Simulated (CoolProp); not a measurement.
Ammonia at several states: Z from the reference equation and from simpler models built on Tc = 132.4 °C, pc = 11.36 MPa, ω = 0.256; each cubic takes its own stable root.

Model: reference Helmholtz-energy equation of state, Gao 2020, in CoolProp.

```json
[
 {"T (°C)": "403.95", "p (MPa)": "0.482", "phase": "gas", "reference": "0.9979"},
 {"T (°C)": "371.45", "p (MPa)": "0.572", "phase": "gas", "reference": "0.9969"},
 {"T (°C)": "115.55", "p (MPa)": "4.75", "phase": "gas", "reference": "0.7892"},
 {"T (°C)": "-16.55", "p (MPa)": "0.684", "phase": "liquid", "reference": "0.008263"},
 {"T (°C)": "-16.45", "p (MPa)": "0.0444", "phase": "gas", "reference": "0.9913"}
]
```

Task: How far does each simpler model (van der Waals, Redlich-Kwong) lie from the reference over these 5 states: mean and median of the absolute difference, and the worst?

Result: 
- van der Waals: mean 2270.5 %, median 0.5 %, worst +11345.0 % at -16.55 °C and 0.684 MPa
- Redlich-Kwong: mean 6.9 %, median 0.4 %, worst +30.3 % at -16.55 °C and 0.684 MPa

At some of these states van der Waals gives the other phase, because its saturation line lies elsewhere.
